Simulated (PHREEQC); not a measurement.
Synthetic water in mmol/kgw, 25 °C, pH 6.73:

```tsv
constituent	mmol/kgw
Na	86.4
K	1.2
Ca	1.28
Mg	17.2
Cl	116
S(6)	5.57
Alkalinity (meq/kgw)	0.0235
```

Valence states are taken as typed.

Model: Pitzer model, pitzer.dat, run in PHREEQC.

**Question.** The ionic strength comes out as 0.150 mol/kgw. What activity coefficients do Na+, SO4-2, HCO3-, K+, Ca+2 get?

**Answer.** Na+ 0.77, SO4-2 0.23, HCO3- 0.79, K+ 0.75, Ca+2 0.32. Single-ion values are on the MacInnes scale.

No solid was allowed to form. Complexes and solids missing from the database can't appear.
